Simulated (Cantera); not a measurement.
A perfectly stirred reactor is fed with CH4 : C2H6 : C3H8 : O2 : N2 = 1 : 1.3 : 0.048 : 8.18 : 30.8 (molar parts), equivalence ratio 0.83, at 7500 Torr; it is adiabatic with a 475 K inlet, and is followed from long to short residence time, starting on the burning branch (τ in s: 0.024, 0.012, 0.0059, 0.0029, 0.0014, 0.00071, 0.00035, 0.00017, 8.7e-05, 4.3e-05).

Detailed kinetics in Cantera: GRI-Mech 3.0 (53 species, 325 reactions).

Question: Predict: blow-out, bracketed by the residence times tried; x(CH4) at τ = 24.0 ms; x(C2H6) at τ = 24.0 ms; x(C3H8) at τ = 24.0 ms; x(OH) at τ = 24.0 ms; x(C2H4) at τ = 24.0 ms; x(CH4) at τ = 0.710 ms; x(C2H6) at τ = 0.710 ms; x(C3H8) at τ = 0.710 ms; x(OH) at τ = 0.710 ms; x(C2H4) at τ = 0.710 ms.

Answer: 
```json
{
  "blow_out_bracketed_by_the_residence_times_tried": "burning at 43.0 µs, the shortest tried",
  "x(CH4) at τ = 24.0 ms": "1.02e-6",
  "x(C2H6) at τ = 24.0 ms": "1.47e-7",
  "x(C3H8) at τ = 24.0 ms": "5.93e-9",
  "x(OH) at τ = 24.0 ms": "0.00222",
  "x(C2H4) at τ = 24.0 ms": "4.86e-7",
  "x(CH4) at τ = 0.710 ms": "1.76e-5",
  "x(C2H6) at τ = 0.710 ms": "3.82e-6",
  "x(C3H8) at τ = 0.710 ms": "1.49e-7",
  "x(OH) at τ = 0.710 ms": "0.00339",
  "x(C2H4) at τ = 0.710 ms": "1.11e-5"
}
```
